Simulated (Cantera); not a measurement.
A perfectly stirred reactor is fed with C₂H₆ : N₂ = 1 : 77 (molar parts), at 128 Torr; it is held at 1225 K, and followed from long to short residence time.

Model: GRI-Mech 3.0 (53 species, 325 reactions), integrated in Cantera. GRI-Mech 3.0 stops at C3 and has no aromatics, soot or wall deposition, so with more carbon than oxygen in the feed, carbon stays in small species such as C2H2 where larger ones or solid carbon would form.

**Question.** What does this change do: C2H6 1 to 6.3 parts?

**Answer.** 
```tsv
quantity	before	after
x(C₂H₆) at τ = 7.00 s	0.000120	0.000521
x(CH₂) at τ = 7.00 s	2.07e-10	1.18e-10
x(C₂H) at τ = 7.00 s	2.58e-10	3.35e-10
x(CH₄) at τ = 7.00 s	0.00173	0.0127
x(C₂H₂) at τ = 7.00 s	0.0104	0.0484
x(C₂H₆) at τ = 26.0 ms	0.00803	0.0384
x(CH₂) at τ = 26.0 ms	6.27e-9	3.59e-9
x(C₂H) at τ = 26.0 ms	6.01e-11	1.09e-10
x(CH₄) at τ = 26.0 ms	0.000521	0.00544
x(C₂H₂) at τ = 26.0 ms	0.000356	0.00296
```

**Question.** What does this change do: 5.4 parts H2O added?

**Answer.** 
```csv
quantity,before,after
x(C₂H₆) at τ = 7.00 s,0.000120,0.000112
x(CH₂) at τ = 7.00 s,2.07e-10,2.10e-10
x(C₂H) at τ = 7.00 s,2.58e-10,2.28e-10
x(CH₄) at τ = 7.00 s,0.00173,0.00173
x(C₂H₂) at τ = 7.00 s,0.0104,0.00958
x(C₂H₆) at τ = 26.0 ms,0.00803,0.00686
x(CH₂) at τ = 26.0 ms,6.27e-9,3.74e-9
x(C₂H) at τ = 26.0 ms,6.01e-11,2.92e-11
x(CH₄) at τ = 26.0 ms,0.000521,0.000550
x(C₂H₂) at τ = 26.0 ms,0.000356,0.000465
```

**Question.** What does this change do: temperature 1225 to 1448 K?

**Answer.** 
```csv
quantity,before,after
x(C₂H₆) at τ = 7.00 s,0.000120,1.11e-5
x(CH₂) at τ = 7.00 s,2.07e-10,8.38e-9
x(C₂H) at τ = 7.00 s,2.58e-10,7.35e-9
x(CH₄) at τ = 7.00 s,0.00173,0.00238
x(C₂H₂) at τ = 7.00 s,0.0104,0.0112
x(C₂H₆) at τ = 26.0 ms,0.00803,0.000792
x(CH₂) at τ = 26.0 ms,6.27e-9,2.89e-7
x(C₂H) at τ = 26.0 ms,6.01e-11,2.75e-8
x(CH₄) at τ = 26.0 ms,0.000521,0.00298
x(C₂H₂) at τ = 26.0 ms,0.000356,0.00758
```
